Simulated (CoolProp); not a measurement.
Vapour pressure (kPa) of carbonyl sulfide: the reference equation beside estimates from Tc = 105.6 °C, pc = 6369 kPa, ω = 0.098. Clausius-Clapeyron is anchored at 29.55 °C with a constant enthalpy of vaporisation of 14.41 kJ/mol.

The numbers come from the reference Helmholtz-energy equation of state, Lemmon 2006 in CoolProp. It is a short technical equation, of lower accuracy than the large ones.

```
T (°C)  reference  Clausius-Clapeyron  Peng-Robinson
------  ---------  ------------------  -------------
-15.55      397.5               525.5          397.9
-8.05       508.0               635.7          507.9
-0.55       639.7               761.0          639.3
7.05        797.5               904.2          796.8
14.55       979.5                1062          978.9
22.05        1190                1238           1190
29.55        1432                1432           1433
37.05        1708                1645           1710
44.65        2024                1880           2030
52.15        2376                2132           2385
59.65        2770                2404           2784
67.15        3210                2696           3230
74.65        3699                3009           3725
82.25        4249                3347           4280
```

Absolute difference from the reference over all 14 rows, mean and median: Clausius-Clapeyron 13.7 and 13.3 %, Peng-Robinson 0.3 and 0.1 %.
